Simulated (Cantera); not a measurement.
A Cantera script and its output.

```python
import numpy as np
import cantera as ct

gas = ct.Solution("gri30.yaml", transport_model="mixture-averaged")
show = ['CH3', 'OH', 'N2']

rows = []
print(f"{'T/K':>7s}{'rho':>11s}{'cp':>10s}{'mu':>11s}{'lambda':>11s}{'Pr':>7s}" + "".join(f"{'D_' + s:>11s}" for s in show))
for T in [400, 550, 700, 850, 1000, 1150, 1300]:
    gas.TPX = T, 2666, {'C2H2': 0.14, 'H2O': 0.31, 'C2H6': 0.12}
    Pr = gas.cp_mass * gas.viscosity / gas.thermal_conductivity
    D = [gas.mix_diff_coeffs_mole[gas.species_index(s)] for s in show]
    rows.append([gas.density, gas.cp_mass, gas.viscosity, gas.thermal_conductivity, Pr, *D])
    print(f"{T:7g}{gas.density:11.4e}{gas.cp_mass:10.1f}{gas.viscosity:11.4e}"
          f"{gas.thermal_conductivity:11.4e}{Pr:7.3f}" + "".join(f"{d:11.4e}" for d in D))
print("SI units: kg/m3, J/kg/K, Pa s, W/m/K, m2/s")
```

It prints:

```
    T/K        rho        cp         mu     lambda     Pr      D_CH3       D_OH       D_N2
    400 1.8055e-02    1984.5 1.3485e-05 3.6374e-02  0.736 1.3013e-03 1.9003e-03 1.2300e-03
    550 1.3131e-02    2262.2 1.8235e-05 5.4828e-02  0.752 2.3353e-03 3.3501e-03 2.1881e-03
    700 1.0317e-02    2499.7 2.2694e-05 7.4523e-02  0.761 3.5917e-03 5.0965e-03 3.3471e-03
    850 8.4965e-03    2699.6 2.6893e-05 9.5047e-02  0.764 5.0471e-03 7.1111e-03 4.6869e-03
   1000 7.2221e-03    2884.4 3.0864e-05 1.1601e-01  0.767 6.6853e-03 9.3738e-03 6.1932e-03
   1150 6.2801e-03    3043.1 3.4635e-05 1.3710e-01  0.769 8.4940e-03 1.1870e-02 7.8555e-03
   1300 5.5554e-03    3180.6 3.8231e-05 1.5811e-01  0.769 1.0464e-02 1.4586e-02 9.6654e-03
SI units: kg/m3, J/kg/K, Pa s, W/m/K, m2/s
```

Computed with Cantera and GRI-Mech 3.0 (53 species, 325 reactions). Polar gases are described roughly by these parameters. The composition is frozen, though it would react at the higher temperatures.
